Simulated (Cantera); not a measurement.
Feed: 1 mol borazine, 4.2 mol O2, 7.7 mol N2, equilibrated at 0.0140 bar.

Method: chemical equilibrium by Gibbs-energy minimisation in Cantera with the NASA 1993 tables (ideal gas, pure condensed phases). Candidate condensed phases: B, BN, B2O3, B3O3H3, H2O; 39 gas species. The feed counts by its element totals alone. Gases not in the tables: H3BO3. The numbers say what is thermodynamically allowed, not how fast it happens.

**Question.** Which condensed phases are stable at each of these points (T (K)): 800, 950, 1100, 1250, 1400, 1550, 1700?

**Answer.** 
```json
[
 {"T (K)": "800", "condensed phases": "B2O3(l)", "B condensed (%)": "98.4"},
 {"T (K)": "950", "condensed phases": "B2O3(l)", "B condensed (%)": "99.4"},
 {"T (K)": "1100", "condensed phases": "B2O3(l)", "B condensed (%)": "99.4"},
 {"T (K)": "1250", "condensed phases": "B2O3(l)", "B condensed (%)": "97.0"},
 {"T (K)": "1400", "condensed phases": "B2O3(l)", "B condensed (%)": "84.0"},
 {"T (K)": "1550", "condensed phases": "B2O3(l)", "B condensed (%)": "39.5"},
 {"T (K)": "1700", "condensed phases": "gas only", "B condensed (%)": "0.0"}
]
```

From 800 K to 1550 K the condensed part is B2O3(l). At 1700 K nothing is condensed.
